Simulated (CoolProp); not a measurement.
Vapour-liquid equilibrium of CH2F2 (R32) (1) + n-butane (2) at 1.15 MPa; x and y are mole fractions of (1).

The numbers come from the multi-fluid Helmholtz-energy mixture model, Tillner-Roth 1997 and Bücker 2006; pair parameters Bell 2016 in CoolProp.

```
x     bubble temperature, mixture model (K)  bubble temperature, Raoult's law (K)  y, mixture model  y, Raoult's law
----  -------------------------------------  ------------------------------------  ----------------  ---------------
0.05                                  336.1                                 348.9             0.371            0.239
0.15                                  307.2                                 333.8             0.703            0.521
0.25                                  295.3                                 322.9             0.798            0.679
0.35                                  290.6                                 314.4             0.831            0.778
0.45                                  288.6                                 307.6             0.845            0.845
0.55                                  287.6                                 301.9             0.854            0.893
0.65                                  286.8                                 297.1             0.863            0.928
0.75                                  285.9                                 292.9             0.876            0.955
0.85                                  285.0                                 289.2             0.901            0.976
0.95                                  284.4                                 285.9             0.953            0.993
```

The largest gap from Raoult's law is -27.6 K in bubble temperature, at x = 0.25. No azeotrope shows between x = 0.05 and 0.95.

Pair parameters are fitted to limited data, so mixtures are less certain than the pure fluids. With so large a gap from Raoult's law the liquid may split in two, which this calculation doesn't test in full.
